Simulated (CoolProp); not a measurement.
Nitrogen at 298.15 K and 0.211 MPa is throttled through a valve to 0.103 MPa with no heat exchange. Each further row changes one setting.

Computed with CoolProp (reference Helmholtz-energy equation of state, Span 2000).

| case | temperature change (K) | final density (kg/m³) |
|---|---|---|
| as stated | -0.2 | ? |
| outlet pressure 0.0309 MPa | ? | 0.350 |
| outlet pressure 0.134 MPa | -0.2 | ? |

Problem. Fill in the missing entries.

Solution. 
- as stated, final density (kg/m³): 1.17
- outlet pressure 0.0309 MPa, temperature change (K): -0.4
- outlet pressure 0.134 MPa, final density (kg/m³): 1.52
